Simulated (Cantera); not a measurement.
An adiabatic, constant-volume homogeneous reactor starts with CO : H2 : CH4 : O2 : N2 = 1 : 0.49 : 0.063 : 1.08 : 6.56 (molar parts), at 1350 K and 6.61 atm.

Cantera simulation using GRI-Mech 3.0 (53 species, 325 reactions); the numbers are that mechanism's predictions, not measurements.

Problem. Predict: time of steepest temperature rise; temperature at 0.100 s; equilibrium temperature; x(CO) at 0.100 s; x(H2) at 0.100 s; x(OH) at 0.100 s; x(HO2) at 0.100 s.

Solution. 
```
Item                                                                 Value
---------------------------------  ---------------------------------------
time of steepest temperature rise                                  11.3 µs
temperature at 0.100 s                                              2731 K
equilibrium temperature                                             2731 K
x(CO) at 0.100 s                     0.0202 (gas-phase equilibrium 0.0202)
x(H2) at 0.100 s                   0.00188 (gas-phase equilibrium 0.00188)
x(OH) at 0.100 s                   0.00723 (gas-phase equilibrium 0.00723)
x(HO2) at 0.100 s                  8.13e-6 (gas-phase equilibrium 8.13e-6)
```
